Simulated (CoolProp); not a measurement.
Vapour-liquid equilibrium of R22 (1) + R115 (2) at 232 K; x and y are mole fractions of (1).

Model: multi-fluid Helmholtz-energy mixture model, Kamei 1995 and Lemmon 2016; pair parameters Bell 2016, in CoolProp.

| x | bubble pressure, mixture model (MPa) | bubble pressure, Raoult's law (MPa) | y, mixture model | y, Raoult's law |
|---|---|---|---|---|
| 0.05 | 0.1023 | 0.09321 | 0.130 | 0.053 |
| 0.15 | 0.1130 | 0.09389 | 0.271 | 0.159 |
| 0.25 | 0.1181 | 0.09458 | 0.349 | 0.264 |
| 0.35 | 0.1205 | 0.09526 | 0.406 | 0.366 |
| 0.45 | 0.1214 | 0.09595 | 0.458 | 0.468 |
| 0.55 | 0.1210 | 0.09664 | 0.515 | 0.568 |
| 0.65 | 0.1191 | 0.09732 | 0.582 | 0.666 |
| 0.75 | 0.1157 | 0.09801 | 0.667 | 0.763 |
| 0.85 | 0.1104 | 0.09869 | 0.776 | 0.859 |
| 0.95 | 0.1036 | 0.09938 | 0.916 | 0.953 |

The largest gap from Raoult's law is +26.5 % in bubble pressure, at x = 0.45. y crosses x between x = 0.45 and 0.55: the model has an azeotrope there.

The pair parameters rest on a limited set of measurements; away from them the model extrapolates.
